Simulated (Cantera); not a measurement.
Feed: 1 mol toluene, 0.096 mol NH3, 1.2 mol O2, at 1198.15 K and 14.0 bar.

Equilibrium computed with Cantera from the NASA thermochemical tables; the gas is ideal and each condensed phase is pure. Candidate condensed phases: C, C6H6, C7H8, C8H18, H2O; 136 gas species. Equilibrium is a limit: real reactors are often held back by kinetics, nucleation or transport.

Base state: H2 0.534, CO 0.307, CH4 0.0640, H2O 0.0608, CO2 0.0256, N2 0.00833, NH3 9.62e-5 (mole fractions); condensed: C(graphite).

Q: What changes in the equilibrium state with this change: O2 from 1.2 to 0.36 mol?

A: 
```csv
species,before,after
H2,0.534,0.711
CO,0.307,0.127
CH4,0.0640,0.113
CO2,0.0256,0.00436
H2O,0.0608,0.0334
N2,0.00833,0.0112
C2H6,5.84e-6,1.38e-5
NH3,9.62e-5,0.000171
"C(graphite), mol",4.73,5.96
```
